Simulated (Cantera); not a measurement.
An adiabatic, constant-volume homogeneous reactor starts with CH4 : H2 : O2 : N2 = 1 : 0.036 : 3.15 : 11.9 (molar parts), equivalence ratio 0.64, at 1325 K and 83000 Pa. Integrator tolerance rtol = 1e-08.

Detailed kinetics in Cantera: GRI-Mech 3.0 (53 species, 325 reactions).

Problem. What does this change do: initial temperature 1325 to 1050 K?

Solution. 
```json
[
 {"quantity": "time of steepest temperature rise", "before": "5.70 ms", "after": "0.215 s"},
 {"quantity": "temperature at 0.400 s", "before": "2636 K", "after": "2513 K"},
 {"quantity": "equilibrium temperature", "before": "2636 K", "after": "2513 K"},
 {"quantity": "x(CH4) at 0.400 s", "before": "<1e-12 (gas-phase equilibrium <1e-12)", "after": "<1e-12 (gas-phase equilibrium <1e-12)"},
 {"quantity": "x(H2) at 0.400 s", "before": "0.00386 (gas-phase equilibrium 0.00386)", "after": "0.00210 (gas-phase equilibrium 0.00210)"},
 {"quantity": "x(O2) at 0.400 s", "before": "0.0634 (gas-phase equilibrium 0.0634)", "after": "0.0640 (gas-phase equilibrium 0.0640)"},
 {"quantity": "x(CH2CO) at 0.400 s", "before": "<1e-12 (gas-phase equilibrium <1e-12)", "after": "<1e-12 (gas-phase equilibrium <1e-12)"},
 {"quantity": "x(NO) at 0.400 s", "before": "0.0152 (gas-phase equilibrium 0.0152)", "after": "0.0125 (gas-phase equilibrium 0.0125)"},
 {"quantity": "x(CH2O) at 0.400 s", "before": "2.92e-11 (gas-phase equilibrium 2.92e-11)", "after": "1.04e-11 (gas-phase equilibrium 1.04e-11)"},
 {"quantity": "x(OH) at 0.400 s", "before": "0.0150 (gas-phase equilibrium 0.0150)", "after": "0.0102 (gas-phase equilibrium 0.0102)"}
]
```

Problem. What does this change do: initial temperature 1325 to 1100 K?

Solution. 
| quantity | before | after |
|---|---|---|
| time of steepest temperature rise | 5.70 ms | 0.108 s |
| temperature at 0.400 s | 2636 K | 2537 K |
| equilibrium temperature | 2636 K | 2537 K |
| x(CH4) at 0.400 s | <1e-12 (gas-phase equilibrium <1e-12) | <1e-12 (gas-phase equilibrium <1e-12) |
| x(H2) at 0.400 s | 0.00386 (gas-phase equilibrium 0.00386) | 0.00238 (gas-phase equilibrium 0.00238) |
| x(O2) at 0.400 s | 0.0634 (gas-phase equilibrium 0.0634) | 0.0638 (gas-phase equilibrium 0.0638) |
| x(CH2CO) at 0.400 s | <1e-12 (gas-phase equilibrium <1e-12) | <1e-12 (gas-phase equilibrium <1e-12) |
| x(NO) at 0.400 s | 0.0152 (gas-phase equilibrium 0.0152) | 0.0130 (gas-phase equilibrium 0.0130) |
| x(CH2O) at 0.400 s | 2.92e-11 (gas-phase equilibrium 2.92e-11) | 1.29e-11 (gas-phase equilibrium 1.29e-11) |
| x(OH) at 0.400 s | 0.0150 (gas-phase equilibrium 0.0150) | 0.0111 (gas-phase equilibrium 0.0111) |
